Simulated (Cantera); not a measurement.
Feed: 1 mol FeCl3, 410 mol N2, 0.051 mol HCl, at 1.00 bar.

Equilibrium computed with Cantera from the NASA thermochemical tables; the gas is ideal and each condensed phase is pure. Candidate condensed phases: Fe, FeCl2, FeCl3, NH4Cl; 18 gas species. Kinetics and transport are ignored.

x: gas mole fraction; nothing condenses.

```
T (K)   x N2   x FeCl2      x Cl   x FeCl3
-----  -----  --------  --------  --------
1075   0.997  0.000768   2.14e-5   0.00166
1150   0.997         …         …         …
1225   0.997   0.00149  0.000157  0.000941
1300   0.996   0.00179  0.000335  0.000636
1375   0.996   0.00202  0.000619  0.000405
1450   0.996   0.00218   0.00100  0.000243
1525   0.996   0.00229         …         …
1600   0.995   0.00235   0.00181   7.53e-5
1675   0.995   0.00239   0.00208   3.97e-5
1750   0.995   0.00241   0.00224   2.08e-5
1825   0.995   0.00242   0.00233   1.11e-5
1900   0.995   0.00242   0.00237   6.12e-6
1975   0.995   0.00242   0.00240   3.49e-6
2050   0.995   0.00242   0.00241   2.07e-6
```

### Question
Fill in the missing entries.

### Answer

- 1525, x Cl: 0.00143
- 1525, x FeCl3: 0.000139
- 1150, x FeCl2: 0.00113
- 1150, x Cl: 6.34e-5
- 1150, x FeCl3: 0.00130
